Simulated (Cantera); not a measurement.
A perfectly stirred reactor is fed with 5.88 % NO, 94.1 % N2, at 101000 Pa; it is held at 1575 K, and followed from long to short residence time.

Computed with Cantera and GRI-Mech 3.0 (53 species, 325 reactions).

x: mole fraction; the columns are a selection and need not sum to one.

```csv
τ (s),x NO,x N2O,x O,x O2,x N2,x NO2
28,0.0547,1.09e-6,5.30e-7,0.00204,0.943,2.52e-5
5.1,0.0580,1.22e-6,(withheld),(withheld),0.942,(withheld)
0.94,0.0587,1.23e-6,2.31e-7,7.06e-5,0.941,1.16e-5
0.17,0.0588,1.15e-6,1.81e-7,8.84e-6,0.941,8.90e-6
0.031,0.0588,8.35e-7,7.90e-8,2.98e-7,0.941,3.54e-6
0.0058,0.0588,(withheld),(withheld),(withheld),0.941,(withheld)
0.0011,0.0588,8.32e-8,8.46e-9,8.87e-11,0.941,8.65e-8
```

Question: What belongs in the gaps?

Answer: 
- 5.1, x O: 3.07e-7
- 5.1, x O2: 0.000403
- 5.1, x NO2: 1.54e-5
- 0.0058, x N2O: 3.41e-7
- 0.0058, x O: 1.96e-8
- 0.0058, x O2: 2.90e-9
- 0.0058, x NO2: 5.74e-7
